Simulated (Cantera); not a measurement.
A freely propagating, adiabatic, planar premixed flame of 19.0 % CO, 3.80 % H2, 1.90 % CH4, 15.8 % O2, 59.5 % N2, unburnt at 348 K and 0.681 atm; mixture-averaged transport, grid criteria slope 0.08 and curve 0.16, no radiation.

Model: GRI-Mech 3.0 (53 species, 325 reactions), integrated in Cantera. Burning velocities carry a grid error of a few per cent, more on coarse grids.

x: mole fraction of selected species; z is measured from the peak of heat release.

```
z (mm)  T (K)  u (m/s)    x CO     x H2     x CH4     x NO       x O    x O2
------  -----  -------  ------  -------  --------  -------  --------  ------
-2.09     348    0.875   0.190   0.0380    0.0190    <1e-8     <1e-8   0.158
-1.39     348    0.875   0.190   0.0379    0.0190    <1e-8     <1e-8   0.158
-1.04     348    0.875   0.190   0.0376    0.0190    <1e-8     <1e-8   0.158
-0.696    349    0.876   0.190   0.0367    0.0190    <1e-8     <1e-8   0.158
-0.348    408     1.02   0.190   0.0313    0.0187  1.29e-8   1.67e-6   0.157
-0.174    755     1.88   0.180   0.0244    0.0148  2.75e-7  0.000190   0.143
0        1226     3.02   0.158   0.0156   0.00411  1.54e-6   0.00316   0.105
0.174    1476     3.59   0.125  0.00816  0.000140  4.66e-6   0.00952  0.0714
0.348    1602     3.84  0.0983  0.00655   1.56e-6  8.84e-6    0.0118  0.0561
0.696    1744     4.13  0.0753  0.00682     <1e-8  1.66e-5    0.0113  0.0453
1.39     1884     4.41  0.0656  0.00628     <1e-8  2.77e-5   0.00878  0.0399
2.79     2016     4.68       ?        ?     <1e-8        ?         ?       ?
5.57     2129     4.90  0.0491  0.00394     <1e-8  7.19e-5   0.00388  0.0309
```

### Question
Fill in the missing entries.

### Answer

- 2.79, x CO: 0.0581
- 2.79, x H2: 0.00510
- 2.79, x NO: 4.31e-5
- 2.79, x O: 0.00600
- 2.79, x O2: 0.0355
